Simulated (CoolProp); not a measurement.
Properties of isopentane along the isobar 4.2 MPa (Tc = 460.3 K, pc = 3.378 MPa, ω = 0.227).

The numbers come from the reference Helmholtz-energy equation of state, Lemmon 2006 in CoolProp. It is a short technical equation, of lower accuracy than the large ones.

```tsv
T (K)	phase	density (kg/m³)	cp (kJ/(kg K))	isothermal compressibility (1/MPa)	expansivity (1/kK)
362.1	liquid	552.9	2.609	0.004680	2.138
379.3	liquid	531.7	2.722	0.006145	2.420
396.5	liquid	508.4	2.850	0.008434	2.819
413.8	liquid	481.9	3.006	0.01239	3.429
431	liquid	450.6	3.214	0.02021	4.470
448.3	liquid	410.2	3.570	0.04104	6.755
465.5	supercritical	344.4	4.805	0.1669	16.97
482.8	supercritical	171.1	5.717	0.8229	30.21
500	supercritical	126.1	3.677	0.4744	11.51
```

The peak of cp marks the crossing from liquid-like to gas-like fluid above the critical point.
